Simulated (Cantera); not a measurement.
Input: 1 mol Pb, 0.16 mol O2, 3.2 mol H2, equilibrated at 320 Pa.

Equilibrium computed with Cantera from the NASA thermochemical tables; the gas is ideal and each condensed phase is pure. Candidate condensed phases: H2O, Pb, PbO, PbO2, Pb3O4; 12 gas species. Kinetics and transport are ignored.

x: gas mole fraction; n: condensed amount in mol.

```
T (K)   x H2      x Pb   x H2O       x H     x PbO     x Pb2      x OH  n Pb(l)
-----  -----  --------  ------  --------  --------  --------  --------  -------
698    0.900   3.17e-7   0.100    <1e-12    <1e-12    <1e-12    <1e-12    1.000
773    0.900   7.22e-6  0.1000  1.52e-11    <1e-12    <1e-12    <1e-12    1.000
848    0.900   9.35e-5  0.1000  3.19e-10  2.09e-12  1.98e-11    <1e-12    1.000
923    0.899  0.000793  0.0999   4.10e-9  7.18e-11  7.14e-10    <1e-12    0.997
998    0.896   0.00484  0.0995   3.60e-8   1.45e-9   1.48e-8  8.71e-12    0.984
1073   0.879    0.0228  0.0977   2.32e-7   1.91e-8   1.98e-7  9.65e-11    0.925
1148   0.821    0.0876  0.0912   1.15e-6   1.80e-7   1.87e-6  7.62e-10    0.693
1223   0.686     0.238  0.0762       [?]       [?]       [?]       [?]        0
1298   0.686     0.238  0.0762   1.57e-5   2.17e-6   6.64e-6   2.26e-8        0
1373   0.686     0.238  0.0762   4.87e-5   4.05e-6   4.88e-6   9.67e-8        0
1448   0.686     0.238  0.0762  0.000135   7.09e-6   3.69e-6   3.57e-7        0
1523   0.685     0.238  0.0762       [?]       [?]       [?]       [?]        0
1598   0.685     0.238  0.0761  0.000779   1.86e-5   2.28e-6   3.37e-6        0
```

### Question
Complete the blanks.

### Answer

- 1223, x H: 4.40e-6
- 1223, x PbO: 1.08e-6
- 1223, x Pb2: 9.37e-6
- 1223, x OH: 4.41e-9
- 1523, x H: 0.000338
- 1523, x PbO: 1.17e-5
- 1523, x Pb2: 2.87e-6
- 1523, x OH: 1.16e-6
